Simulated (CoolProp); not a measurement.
Aqueous ammonia as a coolant, 16 % by mass, freezing at -25.6 °C, 1 atm.

Model: Melinder's fits for secondary coolants, in CoolProp.

| T (°C) | cp (kJ/(kg K)) | viscosity (mPa s) | density (kg/m³) | conductivity (W/(m K)) |
|---|---|---|---|---|
| -18.2 | 4.258 | 4.31 | 947.8 | 0.432 |
| -11.4 | 4.245 | 3.23 | 946.4 | 0.444 |
| -4.5 | [?] | 2.51 | 944.7 | 0.456 |
| 2.4 | 4.222 | 2.01 | [?] | 0.467 |
| 9.3 | 4.213 | 1.64 | 940.3 | 0.479 |
| 16.2 | 4.206 | 1.36 | 937.7 | 0.491 |
| 23 | 4.201 | [?] | 934.9 | [?] |

### Question
What belongs in the gaps?

### Answer

- -4.5, cp (kJ/(kg K)): 4.233
- 2.4, density (kg/m³): 942.7
- 23, viscosity (mPa s): 1.13
- 23, conductivity (W/(m K)): 0.503
